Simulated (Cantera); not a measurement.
Charge: 1 mol CH2F2, 0.11 mol CH4, 11 mol H2, held at 7.50 Torr.

Equilibrium computed with Cantera from the NASA thermochemical tables; the gas is ideal and each condensed phase is pure. Candidate condensed phases: C, C6H6, C7H8, C8H18; 95 gas species. Kinetics and transport are ignored.

**Question.** What share of the C ends up in condensed phases as a function of T (°C), at 1777, 1827, 1877, 1927, 1977, 2027, 2077, 2127, 2177, 2227, 2277, 2327, 2377?

**Answer.** 
```csv
T (°C),C condensed (%),as
1777,97.9,C(graphite)
1827,97.1,C(graphite)
1877,96.2,C(graphite)
1927,95.0,C(graphite)
1977,93.5,C(graphite)
2027,91.7,C(graphite)
2077,89.5,C(graphite)
2127,86.9,C(graphite)
2177,83.9,C(graphite)
2227,80.4,C(graphite)
2277,76.3,C(graphite)
2327,71.6,C(graphite)
2377,65.8,C(graphite)
```
